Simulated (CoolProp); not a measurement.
Vapour-liquid equilibrium of R114 (1) + n-hexane (2) at 382.9 K; x and y are mole fractions of (1).

The numbers come from the multi-fluid Helmholtz-energy mixture model, Platzer 1990 and Thol 2019; pair parameters Bell 2016 in CoolProp. This equation is an older, rougher fit; its heat capacities, sound speeds and derivatives of the liquid may be far off and weren't checked against measurements.

| x | bubble pressure (kPa) | y at the bubble point | dew pressure at overall composition x (kPa) | liquid density (mol/L) |
|---|---|---|---|---|
| 0.05 | 404.4 | 0.237 | 329.8 | 6.629 |
| 0.125 | (withheld) | 0.441 | 356.3 | 6.647 |
| 0.2 | 650.7 | 0.562 | 387.1 | 6.661 |
| 0.275 | 761.4 | 0.643 | 423.4 | 6.672 |
| 0.35 | (withheld) | 0.702 | 466.8 | 6.680 |
| 0.425 | (withheld) | 0.749 | 519.5 | 6.683 |
| 0.5 | 1059 | 0.788 | 584.7 | 6.683 |
| 0.575 | 1152 | 0.823 | 667.0 | 6.677 |
| 0.65 | 1245 | 0.854 | 772.9 | 6.667 |
| 0.725 | 1338 | (withheld) | 911.0 | 6.651 |
| 0.8 | 1435 | 0.914 | (withheld) | 6.629 |
| 0.875 | (withheld) | 0.945 | 1309 | 6.601 |
| 0.95 | (withheld) | 0.977 | 1553 | 6.565 |

Problem. What belongs in the gaps?

Solution. 
- 0.125, bubble pressure (kPa): 532.0
- 0.35, bubble pressure (kPa): 865.5
- 0.425, bubble pressure (kPa): 964.2
- 0.725, y at the bubble point: 0.884
- 0.8, dew pressure at overall composition x (kPa): 1090
- 0.875, bubble pressure (kPa): 1536
- 0.95, bubble pressure (kPa): 1643

No azeotrope shows between x = 0.05 and 0.95.

The pair parameters rest on a limited set of measurements; away from them the model extrapolates. The gap from Raoult's law changes sign with composition, which may be real or a fault of the pair parameters; it wasn't checked against measurements.
